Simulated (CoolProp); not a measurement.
Vapour-liquid equilibrium of n-hexane (1) + hexamethyldisiloxane (MM) (2) at 399.3 K; x and y are mole fractions of (1).

The numbers come from the multi-fluid Helmholtz-energy mixture model, Thol 2019 and Thol 2016; pair parameters Bell 2016 in CoolProp.

Question: Give the bubble pressure and the first vapour's composition at x = 0.5, 0.65, 0.8. Is there an azeotrope?

Answer: x = 0.5: 3.101 bar, y = 0.662; x = 0.65: 3.500 bar, y = 0.793; x = 0.8: 3.946 bar, y = 0.898. No azeotrope shows between x = 0.05 and 0.95.

Pair parameters are fitted to limited data, so mixtures are less certain than the pure fluids.
